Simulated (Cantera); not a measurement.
A closed system holds: 1 mol H2S, 0.2 mol SO2, 1.3 mol H2, at 100000 Pa.

Equilibrium computed with Cantera from the NASA thermochemical tables; the gas is ideal and each condensed phase is pure. Candidate condensed phases: H2O, H2SO4, S; 34 gas species. Ions and electrons are included (thermal ionisation). The numbers say what is thermodynamically allowed, not how fast it happens.

Task: At 4750 K, list the 4 most abundant gas species with their mole fractions, and the condensed phases.

Result: H 0.715, S 0.192, O 0.0600, H2 0.0222. Condensed: gas only.
